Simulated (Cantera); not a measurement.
# V2O5 + H2 + N2 (hydrogen reduction and annealing atmospheres)

Input: 1 mol V2O5, a varied amount of H2, 31 mol N2, held at 1100 K and 270000 Pa.

Cantera equilibrium calculation (NASA polynomials, part measured and part estimated; ideal gas, pure solids and liquids). Candidate condensed phases: H2O, V, VN, VO, V2O3, V2O4, V2O5; 28 gas species. Mutual solubility and eutectic melting of coexisting phases are not modelled. Condensed phases not in the tables: the oxides between V2O3 and V2O5 other than VO2. Rates play no part.

From 1.5 mol H2 to 2 mol H2 the condensed part is V2O3(s) + V2O4(s). From 2.8 mol H2 to 35 mol H2 the condensed part is V2O3(s).

```json
[
 {"n(H2) (mol)": "1.5", "log p N2": "0.41", "log p H2": "-3.93", "log p H2O": "-0.90", "log p NH3": "-9.19", "log p H": "-9.55", "n V2O3(s)": "0.499", "n V2O4(s)": "0.501"},
 {"n(H2) (mol)": "2", "log p N2": "0.40", "log p H2": "-3.81", "log p H2O": "-0.79", "log p NH3": "-9.01", "log p H": "-9.49", "n V2O3(s)": "0.998", "n V2O4(s)": "0.00189"},
 {"n(H2) (mol)": "2.8", "log p N2": "0.39", "log p H2": "-1.19", "log p H2O": "-0.80", "log p NH3": "-5.09", "log p H": "-8.18", "n V2O3(s)": "1.00", "n V2O4(s)": "0"},
 {"n(H2) (mol)": "3.8", "log p N2": "0.38", "log p H2": "-0.86", "log p H2O": "-0.81", "log p NH3": "-4.59", "log p H": "-8.01", "n V2O3(s)": "1.00", "n V2O4(s)": "0"},
 {"n(H2) (mol)": "5.3", "log p N2": "0.36", "log p H2": "-0.61", "log p H2O": "-0.83", "log p NH3": "-4.23", "log p H": "-7.89", "n V2O3(s)": "1.00", "n V2O4(s)": "0"},
 {"n(H2) (mol)": "7.2", "log p N2": "0.34", "log p H2": "-0.43", "log p H2O": "-0.85", "log p NH3": "-3.98", "log p H": "-7.80", "n V2O3(s)": "1.00", "n V2O4(s)": "0"},
 {"n(H2) (mol)": "9.9", "log p N2": "0.31", "log p H2": "-0.28", "log p H2O": "-0.88", "log p NH3": "-3.77", "log p H": "-7.73", "n V2O3(s)": "1.00", "n V2O4(s)": "0"},
 {"n(H2) (mol)": "14", "log p N2": "0.27", "log p H2": "-0.14", "log p H2O": "-0.92", "log p NH3": "-3.58", "log p H": "-7.66", "n V2O3(s)": "1.00", "n V2O4(s)": "0"},
 {"n(H2) (mol)": "19", "log p N2": "0.22", "log p H2": "-0.04", "log p H2O": "-0.97", "log p NH3": "-3.44", "log p H": "-7.61", "n V2O3(s)": "1.00", "n V2O4(s)": "0"},
 {"n(H2) (mol)": "25", "log p N2": "0.17", "log p H2": "0.04", "log p H2O": "-1.02", "log p NH3": "-3.34", "log p H": "-7.57", "n V2O3(s)": "1.00", "n V2O4(s)": "0"},
 {"n(H2) (mol)": "35", "log p N2": "0.10", "log p H2": "0.13", "log p H2O": "-1.09", "log p NH3": "-3.25", "log p H": "-7.52", "n V2O3(s)": "1.00", "n V2O4(s)": "0"}
]
```
log p: log10 of the partial pressure in bar; n: condensed amount in mol.
